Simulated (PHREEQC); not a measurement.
Make-up at 25 °C: 0.0014 mol CaCl2, 4.6e-06 mol CO2 and 0.00052 mol NaCl per kg of water. Closed to the air; pH follows from the charge balance.

The numbers come from PHREEQC with the ion-association model, phreeqc.dat.

This is a speciation only: nothing precipitates in the calculation.

Predict the pH, specific conductance.

pH 5.91; specific conductance 416 µS/cm.

In which forms is C present?

CO2 72 %, HCO3- 28 % of the C.
